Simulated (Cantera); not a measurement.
A closed system holds: 1 mol BCl3, 1.1 mol H2, 5.4 mol N2, equilibrated at 477 °C and 0.133 bar.

These are equilibrium values from Cantera (NASA tables, ideal gas, pure condensed phases), not measurements of a reactor. Candidate condensed phases: B, BN, NH4Cl; 21 gas species. N2 is the only nitrogen source here; it is nearly inert below about 1500 K, so the nitride shown seldom forms there in practice. Rates play no part.

Base state: N2 0.671, HCl 0.293, BCl3 0.0356 (mole fractions); condensed: BN(s).

Q: What changes in the equilibrium state with this change: BCl3 replaced by B2H6?

A: 
```json
[
 {"species": "N2", "before": "0.671", "after": "0.518"},
 {"species": "H2", "before": "3.35e-6", "after": "0.482"},
 {"species": "NH3", "before": "<1e-9", "after": "0.000164"},
 {"species": "HCl", "before": "0.293", "after": "0"},
 {"species": "BCl3", "before": "0.0356", "after": "0"},
 {"species": "BN(s), mol", "before": "0.733", "after": "2.00"}
]
```
The feed counts by its element totals alone.
